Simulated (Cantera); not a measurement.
A perfectly stirred reactor is fed with 38.7 % H2, 12.9 % O2, 48.4 % N2, at 12.0 bar; it is adiabatic with a 550 K inlet, and is followed from long to short residence time, starting on the burning branch (τ in s: 0.097, 0.053, 0.029, 0.016, 0.0086, 0.0047, 0.0026, 0.0014, 0.00076, 0.00042, 0.00023, 0.00012, 6.8e-05).

Cantera simulation using the H2/O2 subset of GRI-Mech 3.0, which has no nitrogen chemistry; the numbers are that mechanism's predictions, not measurements. The hydrogen kinetics of GRI-Mech 3.0 are dated; newer H2 mechanisms differ, most at raised pressure. The pressure lies above the range GRI-Mech 3.0 was tuned for (to about 10 atm).

x: mole fraction; the columns are a selection and need not sum to one.

```csv
τ (s),T (K),x H2,x O2,x H2O2,x H2O,x OH,x HO2
0.097,2453,0.148,9.95e-6,1.86e-8,0.295,0.000900,2.05e-8
0.053,2453,0.148,1.20e-5,1.92e-8,0.295,0.000907,2.21e-8
0.029,2453,0.148,1.55e-5,2.03e-8,0.295,0.000920,…
0.016,2452,0.148,2.17e-5,2.23e-8,0.294,0.000943,…
0.0086,2451,0.147,3.29e-5,2.61e-8,0.294,0.000984,…
0.0047,2449,0.147,5.13e-5,3.27e-8,0.294,0.00105,…
0.0026,2446,0.147,7.98e-5,4.40e-8,0.294,0.00117,…
0.0014,2442,0.147,0.000125,6.44e-8,0.294,0.00135,…
0.00076,2435,0.147,0.000192,9.82e-8,0.293,0.00162,…
0.00042,2425,0.147,0.000285,1.51e-7,0.292,0.00199,…
0.00023,2412,0.147,0.000423,2.32e-7,0.291,0.00249,…
0.00012,2392,0.146,0.000645,3.59e-7,0.289,0.00318,…
6.8e-5,2369,0.146,0.000932,5.06e-7,0.287,0.00391,…
```

Task: Complete the blanks.

Result: 
- 0.029, x HO2: 2.49e-8
- 0.016, x HO2: 3.00e-8
- 0.0086, x HO2: 3.98e-8
- 0.0047, x HO2: 5.77e-8
- 0.0026, x HO2: 9.02e-8
- 0.0014, x HO2: 1.55e-7
- 0.00076, x HO2: 2.77e-7
- 0.00042, x HO2: 5.04e-7
- 0.00023, x HO2: 9.32e-7
- 0.00012, x HO2: 1.79e-6
- 6.8e-5, x HO2: 3.07e-6
